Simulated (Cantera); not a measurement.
Input: 1 mol MgCO₃, 1.8 mol SO₂, 0.048 mol H₂O, held at 5930 Torr.

Equilibrium computed with Cantera from the NASA thermochemical tables; the gas is ideal and each condensed phase is pure. Candidate condensed phases: C, C₆H₆, C₇H₈, C₈H₁₈, H₂O, H₂SO₄, Mg, MgCO₃, MgO, Mg(OH)₂, MgS, MgSO₄, S; 130 gas species. Gases not in the tables: S₃ to S₇. Kinetics and transport are ignored.

x: gas mole fraction; n: condensed amount in mol.

| T (K) | x CO₂ | x SO₂ | x S₂ | x S₈ | x H₂O | n MgSO₄(s) | n S(l) | n MgO(s) |
|---|---|---|---|---|---|---|---|---|
| 673 | 0.725 | 0.218 | 0.00124 | 0.0208 | 0.0335 | 1.00 | 0.263 | 0 |
| 698 | 0.718 | 0.216 | 0.00253 | 0.0277 | 0.0326 | 1.00 | 0.179 | 0 |
| 723 | 0.710 | 0.214 | 0.00489 | 0.0357 | 0.0316 | 1.00 | 0.0766 | 0 |
| 748 | 0.703 | 0.212 | 0.00881 | 0.0408 | 0.0304 | 1.00 | 0 | 0 |
| 773 | 0.699 | 0.211 | ? | 0.0388 | 0.0294 | 1.00 | 0 | 0 |
| 798 | 0.694 | 0.210 | 0.0233 | 0.0359 | 0.0282 | 1.00 | 0 | 0 |
| 823 | 0.686 | 0.208 | 0.0356 | 0.0319 | 0.0269 | 1.00 | 0 | 0 |
| 848 | 0.676 | 0.205 | 0.0521 | 0.0267 | 0.0256 | 1.00 | 0 | 0 |
| 873 | 0.629 | 0.246 | 0.0694 | 0.0168 | 0.0236 | 0.941 | 0 | 0.0586 |
| 898 | ? | ? | ? | ? | ? | ? | 0 | ? |
| 923 | 0.402 | 0.549 | 0.0242 | 1.31e-5 | 0.0180 | 0.289 | 0 | 0.711 |
| 948 | 0.359 | 0.619 | 0.00336 | 1.27e-9 | 0.0170 | 0.0496 | 0 | 0.950 |
| 973 | 0.352 | 0.631 | 0.000294 | <1e-12 | 0.0169 | 0.00543 | 0 | 0.995 |

Q: Some entries are withheld; supply them.

A: 
- 898, x CO₂: 0.500
- 898, x SO₂: 0.401
- 898, x S₂: 0.0632
- 898, x S₈: 0.00255
- 898, x H₂O: 0.0203
- 898, n MgSO₄(s): 0.665
- 898, n MgO(s): 0.335
- 773, x S₂: 0.0146
